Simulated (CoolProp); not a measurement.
A closed Brayton cycle with carbon dioxide: compressor inlet 323.15 K and 9.4 MPa, high pressure 28.6 MPa, turbine inlet 845 K, compressor efficiency 0.89, turbine efficiency 0.85, recuperator effectiveness 0.95 (on enthalpy, no pinch check). Each further row changes one setting.

Computed with CoolProp (reference Helmholtz-energy equation of state, Span 1996).

```tsv
case	thermal efficiency (%)	net work (kJ/kg)	compressor to turbine work	compressor exit (K)	turbine exit (K)
as stated	36.1	92.0	0.35	401.2	717.0
turbine inlet 795 K	[?]	[?]	[?]	401.2	[?]
compressor inlet 333.15 K	34.5	[?]	[?]	424.2	717.0
high pressure 24.3 MPa	35.4	[?]	[?]	389.6	735.2
recuperator effectiveness 0.5	21.8	92.0	0.35	401.2	717.0
```

Task: Fill in the missing entries.

Result: 
- turbine inlet 795 K, thermal efficiency (%): 34.0
- turbine inlet 795 K, net work (kJ/kg): 82.5
- turbine inlet 795 K, compressor to turbine work: 0.37
- turbine inlet 795 K, turbine exit (K): 671.3
- compressor inlet 333.15 K, net work (kJ/kg): 82.7
- compressor inlet 333.15 K, compressor to turbine work: 0.41
- high pressure 24.3 MPa, net work (kJ/kg): 82.0
- high pressure 24.3 MPa, compressor to turbine work: 0.32
